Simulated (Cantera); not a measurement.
Input (Python, Cantera):

```python
import numpy as np
import cantera as ct

gas = ct.Solution("gri30.yaml")
gas.TP = 300, 100000
flame = ct.CounterflowDiffusionFlame(gas, width=0.02)
flame.fuel_inlet.X, flame.fuel_inlet.T = {'CH4': 1, 'C2H6': 0.44}, 500
flame.oxidizer_inlet.X, flame.oxidizer_inlet.T = {'O2': 0.19, 'N2': 0.81}, 425
flame.set_refine_criteria(ratio=3, slope=0.12, curve=0.24, prune=0.03)
show = ['OH', 'H', 'NO', 'CO', 'C2H2']

rows = []
print(f"{'mdot':>8s}{'a_max':>10s}{'a_mean':>10s}{'Tmax/K':>9s}" + "".join(f"{s:>11s}" for s in show) + "   (peak mole fractions)")
for i, mdot in enumerate([0.25, 0.33, 0.43, 0.57, 0.74, 0.98, 1.3, 1.7, 2.2, 2.9]):  # kg/m2/s on the oxidiser side
    flame.oxidizer_inlet.mdot, flame.fuel_inlet.mdot = mdot, 0.91 * mdot
    flame.solve(loglevel=0, auto=(i == 0))
    if flame.T.max() < max(500, 425) + 100:
        print(f"{mdot:8.3g}  no burning solution found from the previous one")
        break
    dT = np.abs(np.gradient(flame.T, flame.grid))
    rows.append([flame.strain_rate("max"), flame.strain_rate("mean"), flame.T.max(),
                 *(flame.X[gas.species_index(s)].max() for s in show), max(dT[0], dT[-1]) / dT.max()])
    print(f"{mdot:8.3g}{rows[-1][0]:10.1f}{rows[-1][1]:10.1f}{rows[-1][2]:9.1f}" + "".join(f"{x:11.3e}" for x in rows[-1][3:-1]))
```

It prints:

```
    mdot     a_max    a_mean   Tmax/K         OH          H         NO         CO       C2H2   (peak mole fractions)
    0.25     180.9      38.6   1994.2  5.933e-03  3.527e-03  1.865e-04  4.422e-02  1.953e-02
    0.33     232.3      51.0   1978.8  5.876e-03  3.679e-03  1.712e-04  4.428e-02  1.835e-02
    0.43     295.8      66.4   1964.8  5.814e-03  3.825e-03  1.557e-04  4.447e-02  1.729e-02
    0.57     383.3      88.0   1951.2  5.753e-03  3.982e-03  1.389e-04  4.488e-02  1.621e-02
    0.74     487.0     114.3   1936.3  5.635e-03  4.095e-03  1.214e-04  4.529e-02  1.510e-02
    0.98     629.7     151.4   1917.3  5.442e-03  4.165e-03  1.010e-04  4.585e-02  1.373e-02
     1.3     815.4     200.8   1894.5  5.162e-03  4.164e-03  7.940e-05  4.663e-02  1.225e-02
     1.7    1040.4     262.6   1867.2  4.786e-03  4.060e-03  5.815e-05  4.760e-02  1.052e-02
     2.2    1312.3     339.8   1832.0  4.259e-03  3.790e-03  3.763e-05  4.879e-02  8.489e-03
     2.9    1659.5     447.9   1746.6  3.016e-03  2.803e-03  1.201e-05  5.002e-02  4.711e-03
```

Computed with Cantera and GRI-Mech 3.0 (53 species, 325 reactions). GRI-Mech 3.0 has no aromatics or soot, which form on the fuel side of real flames. The maximum strain rate includes the flame's own expansion and is several times the mean.
